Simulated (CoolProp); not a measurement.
n-undecane at 604.63 K and 0.391 MPa is throttled through a valve to 0.112 MPa with no heat exchange. Each further row changes one setting.

Model: reference Helmholtz-energy equation of state, Aleksandrov 2011, in CoolProp. It is a short technical equation, of lower accuracy than the large ones.

| case | temperature change (K) | final density (kg/m³) |
|---|---|---|
| as stated | … | … |
| outlet pressure 0.0336 MPa | … | … |
| outlet pressure 0.146 MPa | … | … |

**Question.** Fill in the missing entries.

**Answer.** 
- as stated, temperature change (K): -3.1
- as stated, final density (kg/m³): 3.60
- outlet pressure 0.0336 MPa, temperature change (K): -3.9
- outlet pressure 0.0336 MPa, final density (kg/m³): 1.06
- outlet pressure 0.146 MPa, temperature change (K): -2.7
- outlet pressure 0.146 MPa, final density (kg/m³): 4.73
